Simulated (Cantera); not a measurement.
Mixture: CH₄ : C₂H₆ : C₃H₈ : O₂ : N₂ : H₂O = 1 : 0.18 : 0.42 : 7.17 : 26.9 : 2.6 (molar parts), at 0.928 atm, adiabatic and at constant volume. Ignition delay is the time to a rise of 400 K.

Detailed kinetics in Cantera: GRI-Mech 3.0 (53 species, 325 reactions). GRI-Mech 3.0 was tuned for natural gas; its chemistry of propane as a main component is partial and can be far from experiment.

| quantity | before | after |
|---|---|---|
| delay at 1150 K | 8.85 ms | 9.26 ms |
| delay at 1300 K | 0.854 ms | 0.914 ms |
| delay at 1450 K | 0.145 ms | 0.159 ms |
| delay at 1600 K | 42.5 µs | 48.0 µs |
| delay at 1750 K | 18.5 µs | 21.3 µs |
| apparent activation energy between 1600 and 1750 K | 130 kJ/mol | 130 kJ/mol |

Q: Name the change that produced these shifts.
(A) pressure from 0.928 atm to 20.7 atm
(B) pressure from 0.928 atm to 0.316 atm
(C) pressure from 0.928 atm to 4.93 atm
(D) constant pressure in place of constant volume

A: D, constant pressure in place of constant volume
